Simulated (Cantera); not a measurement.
## Thermodynamics of calcination and drying, feed Ca(OH)2 + H2O

A closed system holds: 1 mol Ca(OH)2, 0.54 mol H2O, at 7.90 bar.

These are equilibrium values from Cantera (NASA tables, ideal gas, pure condensed phases), not measurements of a reactor. Candidate condensed phases: Ca, CaO, Ca(OH)2, H2O; 14 gas species. The numbers say what is thermodynamically allowed, not how fast it happens.

From 748 K to 898 K the condensed part is Ca(OH)2(s). At 923 K the condensed part is CaO(s).

```json
[
 {"T (K)": "748", "x H2O": "1.00", "x H2": "1.58e-10", "x O2": "7.88e-11", "n Ca(OH)2(s)": "1.00", "n CaO(s)": "0"},
 {"T (K)": "773", "x H2O": "1.00", "x H2": "3.72e-10", "x O2": "1.85e-10", "n Ca(OH)2(s)": "1.00", "n CaO(s)": "0"},
 {"T (K)": "798", "x H2O": "1.00", "x H2": "8.28e-10", "x O2": "4.12e-10", "n Ca(OH)2(s)": "1.00", "n CaO(s)": "0"},
 {"T (K)": "823", "x H2O": "1.00", "x H2": "1.76e-9", "x O2": "8.74e-10", "n Ca(OH)2(s)": "1.00", "n CaO(s)": "0"},
 {"T (K)": "848", "x H2O": "1.00", "x H2": "3.58e-9", "x O2": "1.77e-9", "n Ca(OH)2(s)": "1.00", "n CaO(s)": "0"},
 {"T (K)": "873", "x H2O": "1.00", "x H2": "6.97e-9", "x O2": "3.45e-9", "n Ca(OH)2(s)": "1.00", "n CaO(s)": "0"},
 {"T (K)": "898", "x H2O": "1.00", "x H2": "1.31e-8", "x O2": "6.49e-9", "n Ca(OH)2(s)": "1.00", "n CaO(s)": "0"},
 {"T (K)": "923", "x H2O": "1.00", "x H2": "2.39e-8", "x O2": "1.18e-8", "n Ca(OH)2(s)": "0", "n CaO(s)": "1.00"}
]
```
x: gas mole fraction; n: condensed amount in mol.
